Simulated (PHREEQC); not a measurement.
Make-up at 25 °C: 1.1 mmol/kgw PbCl2, 140 mmol/kgw KNO3 and 0.054 mmol/kgw Na2SO4. Closed to the air; pH follows from the charge balance.

Model: ion-association model, phreeqc.dat, run in PHREEQC.

No solid was allowed to form.

Order these S species by the share of S that they hold, largest first: PbSO4, SO4-2, KSO4-.

SO4-2 (74 %), KSO4- (23 %), PbSO4 (2.9 %)

Order these Pb species by the share of Pb that they hold, largest first: PbSO4, PbOH+, PbCl+, PbNO3+, Pb+2.

Pb+2 (59 %), PbNO3+ (39 %), PbCl+ (1.7 %), PbOH+ (0.23 %), PbSO4 (0.14 %)

The pH is 5.66 and the ionic strength 0.142 mol/kgw. Species that the database lacks are ignored.
